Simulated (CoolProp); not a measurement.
Vapour-liquid equilibrium of carbon dioxide (1) + carbonyl sulfide (2) at 232.7 K; x and y are mole fractions of (1).

Values from CoolProp's multi-fluid Helmholtz-energy mixture model, Span 1996 and Lemmon 2006; pair parameters Bell 2016.

Q: Give the bubble pressure and the first vapour's composition at x = 0.65, 0.725, 0.875. Is there an azeotrope?

A: x = 0.65: 0.7728 MPa, y = 0.888; x = 0.725: 0.8167 MPa, y = 0.909; x = 0.875: 0.9068 MPa, y = 0.954. No azeotrope shows between x = 0.05 and 0.95.

The pair parameters rest on a limited set of measurements; away from them the model extrapolates.
